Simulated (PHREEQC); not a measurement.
Make-up at 25 °C: 5.8 mol/kgw NaOH, 0.047 mol/kgw BaCl2 and 0.069 mol/kgw NaCl. Closed to the air; pH follows from the charge balance.

Equilibrium calculation in PHREEQC: Pitzer model, pitzer.dat.

| quantity | before | after |
|---|---|---|
| pH | 15.10 | 13.60 |
| SI of Halite (NaCl) | -1.81 | -3.97 |

### Question
Name the change that produced these shifts.
(A) NaCl from 0.069 to 0.0138 mol/kgw
(B) diluted 5-fold with water
(C) NaOH left out
(D) diluted 10-fold with water
(E) BaCl2 left out

### Answer
D, diluted 10-fold with water

This is a speciation only: nothing precipitates in the calculation. In brines, pH and single-ion activities rest on the MacInnes convention.
